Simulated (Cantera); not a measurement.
A perfectly stirred reactor is fed with CH3OH : O2 : N2 = 1 : 1.15 : 4.34 (molar parts), equivalence ratio 1.3, at 1.00 bar; it is adiabatic with a 600 K inlet, and is followed from long to short residence time, starting on the burning branch (τ in s: 0.25, 0.084, 0.028, 0.0094, 0.0032, 0.0011, 0.00036, 0.00012, 4e-05, 1.4e-05).

Model: GRI-Mech 3.0 (53 species, 325 reactions), integrated in Cantera. GRI-Mech 3.0 was tuned for natural gas; its chemistry of methanol as a main component is partial and can be far from experiment.

x: mole fraction; the columns are a selection and need not sum to one.

```json
[
 {"τ (s)": "0.25", "T (K)": "2272", "x CH3OH": "4.01e-7", "x O2": "0.000265", "x NO": "0.000362", "x CH2CO": "6.96e-10", "x O": "8.80e-5", "x CO2": "0.0747", "x H2O": "0.235"},
 {"τ (s)": "0.084", "T (K)": "2262", "x CH3OH": "…", "x O2": "…", "x NO": "0.000353", "x CH2CO": "…", "x O": "…", "x CO2": "0.0744", "x H2O": "0.234"},
 {"τ (s)": "0.028", "T (K)": "2243", "x CH3OH": "2.11e-6", "x O2": "0.000841", "x NO": "0.000312", "x CH2CO": "2.18e-9", "x O": "0.000275", "x CO2": "0.0740", "x H2O": "0.232"},
 {"τ (s)": "0.0094", "T (K)": "2211", "x CH3OH": "4.48e-6", "x O2": "0.00163", "x NO": "0.000240", "x CH2CO": "3.80e-9", "x O": "0.000549", "x CO2": "0.0731", "x H2O": "0.229"},
 {"τ (s)": "0.0032", "T (K)": "2164", "x CH3OH": "9.59e-6", "x O2": "0.00294", "x NO": "0.000169", "x CH2CO": "7.67e-9", "x O": "0.00102", "x CO2": "0.0718", "x H2O": "0.224"},
 {"τ (s)": "0.0011", "T (K)": "2107", "x CH3OH": "2.16e-5", "x O2": "0.00475", "x NO": "0.000116", "x CH2CO": "1.90e-8", "x O": "0.00166", "x CO2": "0.0700", "x H2O": "0.219"},
 {"τ (s)": "0.00036", "T (K)": "2044", "x CH3OH": "5.63e-5", "x O2": "0.00720", "x NO": "7.71e-5", "x CH2CO": "6.78e-8", "x O": "0.00232", "x CO2": "0.0673", "x H2O": "0.214"},
 {"τ (s)": "0.00012", "T (K)": "1981", "x CH3OH": "0.000169", "x O2": "0.0113", "x NO": "4.82e-5", "x CH2CO": "3.75e-7", "x O": "0.00261", "x CO2": "0.0614", "x H2O": "0.211"},
 {"τ (s)": "4.0e-5", "T (K)": "600", "x CH3OH": "0.154", "x O2": "0.177", "x NO": "<1e-12", "x CH2CO": "<1e-12", "x O": "<1e-12", "x CO2": "<1e-12", "x H2O": "<1e-12"},
 {"τ (s)": "1.4e-5", "T (K)": "600", "x CH3OH": "0.154", "x O2": "0.177", "x NO": "<1e-12", "x CH2CO": "<1e-12", "x O": "<1e-12", "x CO2": "<1e-12", "x H2O": "<1e-12"}
]
```

**Question.** Fill in the missing entries.

**Answer.** 
- 0.084, x CH3OH: 9.58e-7
- 0.084, x O2: 0.000440
- 0.084, x CH2CO: 1.30e-9
- 0.084, x O: 0.000143
